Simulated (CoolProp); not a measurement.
Vapour pressure (MPa) of R1234ze(Z): the reference equation beside estimates from Tc = 423.3 K, pc = 3.531 MPa, ω = 0.327. Clausius-Clapeyron is anchored at 324.4 K with a constant enthalpy of vaporisation of 21.52 kJ/mol.

Values from CoolProp's reference Helmholtz-energy equation of state, Akasaka 2019.

```csv
T (K),reference,Lee-Kesler,Clausius-Clapeyron,van der Waals,Redlich-Kwong,Soave-Redlich-Kwong,Peng-Robinson
312.9,0.2877,0.2898,0.3022,0.9295,0.4813,0.2897,0.2874
316.7,0.3231,0.3258,0.3338,0.9858,0.5287,0.3259,0.3230
320.6,0.3629,0.3662,0.3687,1.046,0.5808,0.3666,0.3629
324.4,0.4052,(withheld),0.4052,1.107,0.6348,0.4098,0.4054
328.2,0.4512,0.4558,0.4445,1.170,0.6923,0.4568,0.4516
332.1,0.5024,0.5076,0.4876,1.236,0.7550,0.5092,0.5031
335.9,0.5565,0.5622,0.5325,1.304,0.8197,0.5645,0.5574
339.8,0.6164,0.6227,0.5818,1.376,0.8901,0.6258,0.6178
343.6,0.6794,0.6862,0.6329,(withheld),0.9625,0.6903,0.6812
347.4,0.7471,0.7544,0.6873,1.522,1.039,0.7597,0.7495
351.3,0.8218,0.8295,0.7465,1.601,(withheld),0.8361,0.8248
355.1,0.8999,0.9078,0.8078,1.680,1.206,(withheld),0.9036
359,0.9857,0.9939,0.8743,1.764,1.297,1.004,0.9902
362.8,1.075,1.083,0.9429,1.848,1.391,1.095,1.080
```

Problem. Complete the blanks.

Solution. 
- 324.4, Lee-Kesler: 0.4092
- 343.6, van der Waals: 1.448
- 351.3, Redlich-Kwong: 1.121
- 355.1, Soave-Redlich-Kwong: 0.9160

Absolute difference from the reference over all 14 rows, mean and median: Lee-Kesler 0.9 and 1.0 %, Clausius-Clapeyron 5.9 and 5.3 %, van der Waals 135.8 and 128.8 %, Redlich-Kwong 46.8 and 45.8 %, Soave-Redlich-Kwong 1.4 and 1.5 %, Peng-Robinson 0.2 and 0.2 %.
